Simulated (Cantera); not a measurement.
An adiabatic, constant-pressure homogeneous reactor starts with H₂ : O₂ : N₂ : NO = 1 : 1.06 : 4 : 0.0068 (molar parts), at 1148 K and 0.987 atm. Integrator tolerance rtol = 1e-08.

Computed with Cantera and GRI-Mech 3.0 (53 species, 325 reactions). The mechanism lacks 2 NO + O2 → 2 NO2 and HONO, so NO2 and the effect of NO are under-described below about 1400 K.

Question: What does this change do: pressure from 0.987 atm to 14.8 atm?

Answer: 
```csv
quantity,before,after
time of steepest temperature rise,65.2 µs,69.6 µs
temperature at 9.00 s,2261 K,2284 K
equilibrium temperature,2261 K,2284 K
x(H₂) at 9.00 s,0.000948 (gas-phase equilibrium 0.000948),0.000283 (gas-phase equilibrium 0.000283)
x(O₂) at 9.00 s,0.0945 (gas-phase equilibrium 0.0945),0.0952 (gas-phase equilibrium 0.0952)
x(NO) at 9.00 s,0.00926 (gas-phase equilibrium 0.00926),0.00976 (gas-phase equilibrium 0.00976)
x(NO₂) at 9.00 s,7.27e-6 (gas-phase equilibrium 7.27e-6),2.89e-5 (gas-phase equilibrium 2.89e-5)
x(HO₂) at 9.00 s,5.23e-6 (gas-phase equilibrium 5.23e-6),1.12e-5 (gas-phase equilibrium 1.12e-5)
x(H) at 9.00 s,0.000245 (gas-phase equilibrium 0.000245),3.90e-5 (gas-phase equilibrium 3.90e-5)
```
The hydrogen kinetics of GRI-Mech 3.0 are dated; newer H2 mechanisms differ, most at raised pressure. The pressure lies above the range GRI-Mech 3.0 was tuned for (to about 10 atm).

Question: What does this change do: pressure from 0.987 atm to 4.93 atm?

Answer: 
```
quantity                                                              before                                      after
---------------------------------  -----------------------------------------  -----------------------------------------
time of steepest temperature rise                                    65.2 µs                                    27.3 µs
temperature at 9.00 s                                                 2261 K                                     2277 K
equilibrium temperature                                               2261 K                                     2277 K
x(H₂) at 9.00 s                    0.000948 (gas-phase equilibrium 0.000948)  0.000469 (gas-phase equilibrium 0.000469)
x(O₂) at 9.00 s                        0.0945 (gas-phase equilibrium 0.0945)      0.0949 (gas-phase equilibrium 0.0949)
x(NO) at 9.00 s                      0.00926 (gas-phase equilibrium 0.00926)    0.00960 (gas-phase equilibrium 0.00960)
x(NO₂) at 9.00 s                     7.27e-6 (gas-phase equilibrium 7.27e-6)    1.66e-5 (gas-phase equilibrium 1.66e-5)
x(HO₂) at 9.00 s                     5.23e-6 (gas-phase equilibrium 5.23e-6)    8.30e-6 (gas-phase equilibrium 8.30e-6)
x(H) at 9.00 s                     0.000245 (gas-phase equilibrium 0.000245)    8.38e-5 (gas-phase equilibrium 8.38e-5)
```
The hydrogen kinetics of GRI-Mech 3.0 are dated; newer H2 mechanisms differ, most at raised pressure.
